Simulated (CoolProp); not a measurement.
Vapour-liquid equilibrium of propane (1) + m-xylene (2) at 338.2 K; x and y are mole fractions of (1).

The numbers come from the multi-fluid Helmholtz-energy mixture model, Lemmon 2009 and Zhou 2012; pair parameters Bell 2016 in CoolProp.

```
x     bubble pressure, mixture model (MPa)  bubble pressure, Raoult's law (MPa)  y, mixture model  y, Raoult's law
----  ------------------------------------  -----------------------------------  ----------------  ---------------
0.05                                0.1536                               0.1251             0.946            0.938
0.2                                 0.5579                               0.4756             0.985            0.986
0.35                                0.9200                               0.8262             0.991            0.994
0.5                                  1.245                                1.177             0.993            0.997
0.65                                 1.541                                1.527             0.995            0.998
0.8                                  1.829                                1.878             0.996            0.999
0.95                                 2.177                                2.228             0.998            1.000
```

The largest gap from Raoult's law is +22.8 % in bubble pressure, at x = 0.05. No azeotrope shows between x = 0.05 and 0.95.

Pair parameters are fitted to limited data, so mixtures are less certain than the pure fluids. The gap from Raoult's law changes sign with composition, which may be real or a fault of the pair parameters; it wasn't checked against measurements.
